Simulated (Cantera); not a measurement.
# Thermodynamics of abatement and gas-phase synthesis, feed SO2 + H2O + O2 + H2

Feed: 1 mol SO2, 0.84 mol H2O, 0.27 mol O2, 0.18 mol H2, equilibrated at 1.00 Torr.

Method: chemical equilibrium by Gibbs-energy minimisation in Cantera with the NASA 1993 tables (ideal gas, pure condensed phases). Candidate condensed phases: H2O, H2SO4, S; 19 gas species. Kinetics and transport are ignored.

From 1100 K to 2300 K nothing is condensed.

```
T (K)  x H2O  x SO2    x O2       x H      x OH      x H2      x SO       x O
-----  -----  -----  ------  --------  --------  --------  --------  --------
1100   0.464  0.452  0.0805  1.72e-10   6.03e-6   5.91e-8   2.29e-9   1.94e-8
1300   0.464  0.454  0.0815   5.95e-8   9.34e-5   3.86e-6   3.69e-7   1.38e-6
1500   0.463  0.454  0.0816   4.42e-6  0.000696   8.40e-5   1.53e-5   3.17e-5
1700   0.460  0.453  0.0813  0.000120   0.00322  0.000889  0.000264  0.000349
1900   0.448  0.448  0.0817   0.00162    0.0107   0.00559   0.00246   0.00233
2100   0.403  0.422  0.0873    0.0127    0.0275    0.0221    0.0138    0.0113
2300   0.293  0.346   0.102    0.0605    0.0548    0.0521    0.0468    0.0435
```
x: gas mole fraction; nothing condenses.
